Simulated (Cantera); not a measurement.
A freely propagating, adiabatic, planar premixed flame of 12.3 % CH₃OH, 18.4 % O₂, 69.3 % N₂, unburnt at 425 K and 800000 Pa; mixture-averaged transport, grid criteria slope 0.08 and curve 0.16, no radiation.

Cantera simulation using GRI-Mech 3.0 (53 species, 325 reactions); the numbers are that mechanism's predictions, not measurements. GRI-Mech 3.0 was tuned for natural gas; its chemistry of methanol as a main component is partial and can be far from experiment. Burning velocities carry a grid error of a few per cent, more on coarse grids.

x: mole fraction of selected species; z is measured from the peak of heat release.

```csv
z (mm),T (K),u (m/s),x CH₃OH,x O₂,x CO,x H₂O₂,x HO₂,x HCN
-0.193,426,0.412,0.123,0.184,1.89e-5,…,1.57e-7,<1e-8
-0.129,429,0.416,0.122,0.183,0.000123,…,1.04e-6,<1e-8
-0.0964,440,0.429,0.122,0.182,0.000499,…,4.40e-6,<1e-8
-0.0643,512,0.503,0.117,0.175,0.00297,…,3.10e-5,<1e-8
-0.0321,894,0.907,0.0872,0.140,0.0184,…,0.000305,1.77e-8
-0.0161,1288,1.34,0.0479,0.102,0.0370,…,0.00108,4.03e-8
0,1730,1.84,0.00456,0.0574,0.0572,…,0.00109,7.71e-8
0.0161,1934,2.05,8.22e-6,0.0326,0.0455,…,6.52e-5,6.59e-8
0.0321,2039,2.15,1.77e-8,0.0222,0.0331,…,3.23e-5,2.65e-8
0.0643,2149,2.25,<1e-8,0.0150,0.0223,…,1.50e-5,<1e-8
0.129,2237,2.33,<1e-8,0.0103,0.0157,…,6.44e-6,<1e-8
0.257,2291,2.38,<1e-8,0.00728,0.0117,…,3.02e-6,<1e-8
0.514,2320,2.40,<1e-8,0.00557,0.00923,…,1.78e-6,<1e-8
```

Problem. Complete the blanks.

Solution. 
- -0.193, x H₂O₂: 7.33e-7
- -0.129, x H₂O₂: 4.79e-6
- -0.0964, x H₂O₂: 1.94e-5
- -0.0643, x H₂O₂: 0.000114
- -0.0321, x H₂O₂: 0.000648
- -0.0161, x H₂O₂: 0.000994
- 0, x H₂O₂: 7.70e-5
- 0.0161, x H₂O₂: 1.98e-6
- 0.0321, x H₂O₂: 1.38e-6
- 0.0643, x H₂O₂: 9.02e-7
- 0.129, x H₂O₂: 5.58e-7
- 0.257, x H₂O₂: 3.56e-7
- 0.514, x H₂O₂: 2.57e-7
